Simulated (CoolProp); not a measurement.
The numbers come from the reference Helmholtz-energy equation of state, Akasaka 2024 in CoolProp.

Problem. Give the vapour pressure (MPa), liquid cp (kJ/(kg K)), vapour Z of saturated R1132(E) at 317.3 K.

Solution. 
```
T (K)  p (MPa)  liquid cp (kJ/(kg K))  vapour Z
-----  -------  ---------------------  --------
317.3     2.64                   2.22     0.670
```
